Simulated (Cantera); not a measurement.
An isothermal, constant-pressure homogeneous reactor starts with 33.3 % NO, 66.7 % N₂, at 1975 K and 0.132 atm.

Detailed kinetics in Cantera: GRI-Mech 3.0 (53 species, 325 reactions).

Q: Predict: x(NO) at 20.0 s; x(O) at 20.0 s; x(N₂) at 20.0 s; x(N₂O) at 20.0 s; x(NO₂) at 20.0 s; x(O₂) at 20.0 s.

A: 
```json
{
  "x(NO) at 20.0 s": "0.0168 (gas-phase equilibrium 0.00649)",
  "x(O) at 20.0 s": "0.000604 (gas-phase equilibrium 0.000613)",
  "x(N₂) at 20.0 s": "0.825 (gas-phase equilibrium 0.830)",
  "x(N₂O) at 20.0 s": "2.20e-7 (gas-phase equilibrium 1.37e-7)",
  "x(NO₂) at 20.0 s": "9.53e-6 (gas-phase equilibrium 3.75e-6)",
  "x(O₂) at 20.0 s": "0.158 (gas-phase equilibrium 0.163)"
}
```
